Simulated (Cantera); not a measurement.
Feed: 1 mol C2H4, 0.91 mol CO2, a varied amount of N2, held at 1275 K and 9.40 bar.

Cantera equilibrium calculation (NASA polynomials, part measured and part estimated; ideal gas, pure solids and liquids). Candidate condensed phases: C, C6H6, C7H8, C8H18, H2O; 136 gas species. Equilibrium is a limit: real reactors are often held back by kinetics, nucleation or transport.

Problem. At 15 mol N2, list the 5 most abundant gas species with their mole fractions, and the condensed phases.

Solution. N2 0.799, H2 0.104, CO 0.0947, H2O 0.00107, CH4 0.000934. Condensed: C(graphite).
